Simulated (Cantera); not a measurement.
A perfectly stirred reactor is fed with H₂ : O₂ : N₂ : NO = 1 : 0.515 : 3.25 : 0.023 (molar parts), at 1000000 Pa; it is adiabatic with a 775 K inlet, and is followed from long to short residence time, starting on the burning branch (τ in s: 0.056, 0.024, 0.01, 0.0045, 0.002, 0.00086, 0.00037, 0.00016, 7e-05, 3e-05).

Model: GRI-Mech 3.0 (53 species, 325 reactions), integrated in Cantera. The hydrogen kinetics of GRI-Mech 3.0 are dated; newer H2 mechanisms differ, most at raised pressure. The mechanism lacks 2 NO + O2 → 2 NO2 and HONO, so NO2 and the effect of NO are under-described below about 1400 K.

Q: Predict: blow-out, bracketed by the residence times tried; x(H₂) at τ = 56.0 ms; x(O₂) at τ = 56.0 ms; x(NO) at τ = 56.0 ms; x(N₂) at τ = 56.0 ms; x(H₂O₂) at τ = 56.0 ms; x(H₂) at τ = 0.860 ms; x(O₂) at τ = 0.860 ms; x(NO) at τ = 0.860 ms; x(N₂) at τ = 0.860 ms; x(H₂O₂) at τ = 0.860 ms.

A: 
```
Quantity                                                                          Result
------------------------------------------------  --------------------------------------
blow-out, bracketed by the residence times tried  burning at 30.0 µs, the shortest tried
x(H₂) at τ = 56.0 ms                                                             0.00210
x(O₂) at τ = 56.0 ms                                                             0.00503
x(NO) at τ = 56.0 ms                                                             0.00313
x(N₂) at τ = 56.0 ms                                                               0.758
x(H₂O₂) at τ = 56.0 ms                                                           2.26e-7
x(H₂) at τ = 0.860 ms                                                            0.00572
x(O₂) at τ = 0.860 ms                                                            0.00578
x(NO) at τ = 0.860 ms                                                            0.00474
x(N₂) at τ = 0.860 ms                                                              0.755
x(H₂O₂) at τ = 0.860 ms                                                          4.21e-7
```
